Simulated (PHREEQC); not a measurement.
A solution holds 7.5 mmol/kgw NH3 and 0.086 mmol/kgw H3BO3, at 25 °C. Closed to the air; pH follows from the charge balance.

All values are PHREEQC results (ion-association model, phreeqc.dat), not measurements.

```tsv
quantity	before	after
ionic strength (mol/kgw)	0.000406	0.000164
NH3 (mol/kgw)	0.00709	0.00134
NH4+ (mol/kgw)	0.000406	0.000164
H2BO3- (mol/kgw)	8.16e-5	1.54e-5
H3BO3 (mol/kgw)	4.42e-6	1.82e-6
```

**Question.** Which change was made?
A. H3BO3 from 8.6e-05 to 7.74e-05 mol/kgw
B. 0.0035 mol/kgw HF added
C. diluted 5-fold with water
D. 0.0041 mol/kgw H3PO4 added
E. H3BO3 from 8.6e-05 to 0.000129 mol/kgw

**Answer.** C, diluted 5-fold with water

No solid was allowed to form.
